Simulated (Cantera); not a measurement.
A perfectly stirred reactor is fed with CH4 : N2 = 1 : 120 (molar parts), at 100.0 Torr; it is held at 1775 K, and followed from long to short residence time.

Detailed kinetics in Cantera: GRI-Mech 3.0 (53 species, 325 reactions). GRI-Mech 3.0 stops at C3 and has no aromatics, soot or wall deposition, so with more carbon than oxygen in the feed, carbon stays in small species such as C2H2 where larger ones or solid carbon would form.

Predict: x(CH4) at τ = 1.90 s; x(CH2) at τ = 1.90 s; x(C2H) at τ = 1.90 s; x(C2H2) at τ = 1.90 s; x(H2) at τ = 1.90 s; x(CH4) at τ = 24.0 ms; x(CH2) at τ = 24.0 ms; x(C2H) at τ = 24.0 ms; x(C2H2) at τ = 24.0 ms; x(H2) at τ = 24.0 ms.


* **x(CH4) at τ = 1.90 s**: 0.000423
* **x(CH2) at τ = 1.90 s**: 2.64e-7
* **x(C2H) at τ = 1.90 s**: 1.66e-7
* **x(C2H2) at τ = 1.90 s**: 0.00379
* **x(H2) at τ = 1.90 s**: 0.0116
* **x(CH4) at τ = 24.0 ms**: 0.00476
* **x(CH2) at τ = 24.0 ms**: 7.25e-7
* **x(C2H) at τ = 24.0 ms**: 4.62e-8
* **x(C2H2) at τ = 24.0 ms**: 0.00139
* **x(H2) at τ = 24.0 ms**: 0.00471
